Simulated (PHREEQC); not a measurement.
Dissolve 0.0087 mol K2HPO4, 0.00014 mol NaH2PO4 and 0.13 mol NH4HSO4 per kg of water at 25 °C. Closed to the air; pH follows from the charge balance.

Model: ion-association model, phreeqc.dat, run in PHREEQC.

| Item | Value |
|---|---|
| pH | 1.41 |
| ionic strength | 0.224 mol/kgw |
| density | 1.007 g/cm³ |
| total alkalinity | -121 meq/kg |

```tsv
species	molality	activity	log γ
NH4+	0.113	0.0757	-0.174
HSO4-	0.0655	0.0486	-0.130
H+	0.0487	0.0387	-0.101
SO4-2	0.0461	0.0129	-0.552
NH4SO4-	0.0170	0.0126	-0.130
K+	0.0160	0.0113	-0.153
H3PO4	0.00707	0.00745	0.022
H2PO4-	0.00177	0.00131	-0.131
KSO4-	0.00138	0.00102	-0.131
Na+	0.000131	9.76e-5	-0.129
NaSO4-	8.56e-6	6.32e-6	-0.131
HPO4-2	7.34e-9	2.10e-9	-0.543
NH3	1.06e-9	1.12e-9	0.022
```

Precipitation was switched off in this run.
